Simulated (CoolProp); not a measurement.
Vapour-liquid equilibrium of n-heptane (1) + ethylbenzene (2) at 5.93 bar; x and y are mole fractions of (1).

Model: multi-fluid Helmholtz-energy mixture model, Span 2003 and Zhou 2012; pair parameters Bell 2016, in CoolProp.

```tsv
x	bubble temperature (°C)	y at the bubble point	dew temperature at overall composition x (°C)	liquid density (mol/L)
0.05	213.0	0.106	215.2	6.284
0.125	207.6	0.241	212.3	6.217
0.2	202.8	0.353	209.2	6.146
0.275	[?]	0.448	206.1	6.071
0.35	194.8	0.530	202.9	5.994
0.425	191.4	0.602	199.6	5.916
0.5	188.3	0.666	196.1	[?]
0.575	185.5	0.725	192.6	5.758
0.65	182.8	0.779	189.1	5.680
0.725	180.4	0.830	185.4	5.603
0.8	178.1	0.878	[?]	[?]
0.875	175.9	0.925	[?]	5.453
0.95	173.8	[?]	174.7	5.380
```

### Question
Some entries are withheld; supply them.

### Answer

- 0.275, bubble temperature (°C): 198.5
- 0.5, liquid density (mol/L): 5.837
- 0.8, dew temperature at overall composition x (°C): 181.8
- 0.8, liquid density (mol/L): 5.527
- 0.875, dew temperature at overall composition x (°C): 178.2
- 0.95, y at the bubble point: 0.970

No azeotrope shows between x = 0.05 and 0.95.

Pair parameters are fitted to limited data, so mixtures are less certain than the pure fluids.
